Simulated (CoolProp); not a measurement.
Computed with CoolProp (reference Helmholtz-energy equation of state, Penoncello 2003).

Give the vapour pressure (MPa), liquid density (kg/m³), vapour Z of saturated CHF3 (R23) at -6.45 °C.


```
T (°C)  p (MPa)  liquid density (kg/m³)  vapour Z
------  -------  ----------------------  --------
-6.45      2.09                    1080     0.691
```
